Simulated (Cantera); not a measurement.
Silicon nitride deposition: Si2Cl6 + NH3 + H2

Input: 1 mol Si2Cl6, 0.51 mol NH3, 34 mol H2, equilibrated at 10.0 Torr.

These are equilibrium values from Cantera (NASA tables, ideal gas, pure condensed phases), not measurements of a reactor. Candidate condensed phases: NH4Cl, Si, Si3N4; 28 gas species. The feed counts by its element totals alone. Mutual solubility and eutectic melting of coexisting phases are not modelled. The tables' values for SiCl3, SiCl are old estimates; treat these amounts as uncertain. Gases not in the tables: Si2H6 and higher silanes. Kinetics and transport are ignored.

From 1450 K to 1500 K the condensed part is Si(s) + Si3N4(s). From 1550 K to 1650 K the condensed part is Si(s). From 1700 K to 1950 K the condensed part is Si(l). The main Si-bearing gas is SiCl2 throughout. The share of Si in condensed phases is highest at 1900 K (40.3 %) and lowest at 1700 K (35.7 %).

```tsv
T (K)	log p H2	log p HCl	log p SiCl2	log p H	log p N2	log p Si	log p SiCl3	n Si(s)	n Si3N4(s)	n Si(l)
1450	-1.93	-2.91	-3.39	-5.99	-4.77	-8.51	-4.79	0.479	0.103	0
1500	-1.93	-2.91	-3.38	-5.72	-4.32	-7.98	-4.92	0.589	0.0602	0
1550	-1.94	-2.91	-3.37	-5.47	-4.05	-7.48	-5.05	0.752	0	0
1600	-1.94	-2.92	-3.36	-5.23	-4.05	-7.01	-5.18	0.735	0	0
1650	-1.94	-2.92	-3.35	-5.01	-4.05	-6.57	-5.29	0.719	0	0
1700	-1.94	-2.92	-3.35	-4.80	-4.05	-6.17	-5.40	0	0	0.713
1750	-1.94	-2.91	-3.37	-4.60	-4.05	-5.82	-5.51	0	0	0.747
1800	-1.94	-2.90	-3.38	-4.42	-4.05	-5.50	-5.61	0	0	0.776
1850	-1.94	-2.90	-3.39	-4.24	-4.05	-5.19	-5.71	0	0	0.797
1900	-1.94	-2.89	-3.41	-4.07	-4.05	-4.90	-5.80	0	0	0.806
1950	-1.94	-2.88	-3.42	-3.91	-4.05	-4.62	-5.89	0	0	0.795
```
log p: log10 of the partial pressure in bar; n: condensed amount in mol.
